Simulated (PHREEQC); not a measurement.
Make-up at 25 °C: 1.5 mmol/kgw FeCl3, 10 mmol/kgw ZnCl2, 0.46 mmol/kgw HCl and 68 mmol/kgw NaCl. Closed to the air; pH follows from the charge balance.

Computed with PHREEQC (ion-association model, phreeqc.dat).

This is a speciation only: nothing precipitates in the calculation.

Problem. Order these Zn species by the share of Zn that they hold, largest first: Zn+2, ZnCl+, ZnCl2.

Solution. Zn+2 (91 %), ZnCl+ (8.3 %), ZnCl2 (0.46 %)

The pH is 2.91 and the ionic strength 0.103 mol/kgw. Saturation is exceeded, for instance for Hematite (slow to form), Goethite (slow to form); the values hold only as long as no solid forms.
